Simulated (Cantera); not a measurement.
A Cantera script and its output.

```python
import numpy as np
import cantera as ct

gas = ct.Solution("gri30.yaml")


def delay(T, t_max=10):
    gas.TPX = T, 44000, {'CO': 1, 'H2': 0.5, 'CH4': 0.7, 'O2': 5.37, 'N2': 20.2, 'CO2': 0.46}
    reactor = ct.IdealGasReactor(gas, clone=False)
    net = ct.ReactorNet([reactor])
    net.rtol, net.atol = 1e-8, 1e-16
    while net.time < t_max:
        t_old, T_old = net.time, reactor.T
        net.step()
        if reactor.T > T + 400:  # ignition: a rise of 400 K
            return t_old + (T + 400 - T_old) / (reactor.T - T_old) * (net.time - t_old)
    return np.nan


taus = []
for T in [950, 1000, 1050, 1100, 1150, 1200, 1250, 1300, 1350]:
    taus.append(delay(T))
    print(f"T0 = {T:6g} K   tau = {taus[-1]:.4e} s")
```

Output:

```
T0 =    950 K   tau = 1.9327e-02 s
T0 =   1000 K   tau = 9.1049e-03 s
T0 =   1050 K   tau = 4.9613e-03 s
T0 =   1100 K   tau = 2.9486e-03 s
T0 =   1150 K   tau = 1.8732e-03 s
T0 =   1200 K   tau = 1.2598e-03 s
T0 =   1250 K   tau = 8.8987e-04 s
T0 =   1300 K   tau = 6.5478e-04 s
T0 =   1350 K   tau = 4.9781e-04 s
```

Cantera simulation using GRI-Mech 3.0 (53 species, 325 reactions); the numbers are that mechanism's predictions, not measurements. Below about 1000 K GRI-Mech 3.0 lacks low-temperature oxidation paths.
